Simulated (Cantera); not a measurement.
A Cantera script and what it prints.

```python
import numpy as np
import cantera as ct

gas_names = [...]  # 123 gases of nasa_gas.yaml made of C, H, O, Si
cond_names = """
    C(gr) C6H6(L) C7H8(L) C8H18(L),n-octa H2O(s) H2O(L) Si(cr) Si(L) SiC(b) SiO2(Lqz) SiO2(hqz) SiO2(L)
""".split()


# ... load() reads the species with a 1 bar reference pressure and builds the phases ...
atoms = {
    'TEOS': {'Si': 1, 'C': 8, 'H': 20, 'O': 4},
    'O2': {'O': 2},
    'H2': {'H': 2},
}
top_T = {'C(gr)': 4500, 'SiC(b)': 3050}  # K; cautious upper limits of use, not melting points


# ... equilibrate(T, P, feed) seeds the gas with the atoms and calls Mixture.equilibrate('TP', solver="vcs", rtol=1e-11, max_steps=5000) ...
results = []
T = 1225  # K
P = 100  # Pa
for m in [0.087, 0.15, 0.27, 0.48, 0.84, 1.5, 2.6, 4.6, 8.1]:
    feed = {'TEOS': 1, 'O2': m, 'H2': 0.17}  # mol
    mix = equilibrate(T, P, feed)
    results.append((T, P, feed, dict(zip(mix.species_names, mix.species_moles))))

top = {s: max(r[3][s] / sum(r[3][g] for g in gas_names) for r in results) for s in gas_names}
cols = sorted((s for s in top if top[s] > 0.001), key=lambda s: -top[s])[:6]
seen = [c for c in cond_names if any(r[3].get(c, 0) > 1e-12 for r in results)]
print("log10 of partial pressures in bar; condensed amounts in mol")
print(f"{'n(O2)':>10s}" + "".join(f"{s[:9]:>10s}" for s in cols + seen))
for T, P, feed, n in results:
    ng = sum(n[g] for g in gas_names)
    print(f"{feed['O2']:10.4g}" + "".join(f"{np.log10(max(n[s] / ng * P / 1e5, 1e-99)):10.3f}" for s in cols)
          + "".join(f"{n.get(c, 0):10.4g}" for c in seen))
```

Result:

```
log10 of partial pressures in bar; condensed amounts in mol
     n(O2)        H2        CO       H2O       CO2     C(gr) SiO2(hqz)
     0.087    -3.084    -3.754    -8.545    -9.382     5.826    0.9997
      0.15    -3.089    -3.734    -8.529    -9.341       5.7    0.9997
      0.27    -3.097    -3.699    -8.503    -9.272      5.46    0.9997
      0.48    -3.111    -3.647    -8.464    -9.167      5.04    0.9997
      0.84    -3.134    -3.576    -8.416    -9.024      4.32    0.9997
       1.5    -3.174    -3.482    -8.362    -8.837         3    0.9998
       2.6    -3.232    -3.382    -8.321    -8.638    0.7998    0.9998
       4.6    -3.349    -3.425    -3.951    -4.193         0         1
       8.1    -3.653    -3.665    -3.472    -3.650         0         1
```

Equilibrium computed with Cantera from the NASA thermochemical tables; the gas is ideal and each condensed phase is pure. The feed counts by its element totals alone. The tables hold silica as quartz up to 1696 K and as liquid above; real silica turns to tridymite and cristobalite and melts near 1996 K.
